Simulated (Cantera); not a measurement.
Cantera run, input and output.

```python
import numpy as np
import cantera as ct

gas = ct.Solution("gri30.yaml")


def delay(T, t_max=10):
    gas.TPX = T, 240000, {'CH4': 1, 'O2': 1.67, 'N2': 6.27}
    reactor = ct.IdealGasReactor(gas, clone=False)
    net = ct.ReactorNet([reactor])
    net.rtol, net.atol = 1e-8, 1e-16
    while net.time < t_max:
        t_old, T_old = net.time, reactor.T
        net.step()
        if reactor.T > T + 400:  # ignition: a rise of 400 K
            return t_old + (T + 400 - T_old) / (reactor.T - T_old) * (net.time - t_old)
    return np.nan


taus = []
for T in [1123, 1223, 1323, 1423, 1523, 1623, 1723, 1823, 1923, 2023]:
    taus.append(delay(T))
    print(f"T0 = {T:6g} K   tau = {taus[-1]:.4e} s")
```

It prints:

```
T0 =   1123 K   tau = 6.4998e-02 s
T0 =   1223 K   tau = 1.5889e-02 s
T0 =   1323 K   tau = 4.4251e-03 s
T0 =   1423 K   tau = 1.3803e-03 s
T0 =   1523 K   tau = 4.8072e-04 s
T0 =   1623 K   tau = 1.8900e-04 s
T0 =   1723 K   tau = 8.4317e-05 s
T0 =   1823 K   tau = 4.2213e-05 s
T0 =   1923 K   tau = 2.3258e-05 s
T0 =   2023 K   tau = 1.3842e-05 s
```

Computed with Cantera and GRI-Mech 3.0 (53 species, 325 reactions).
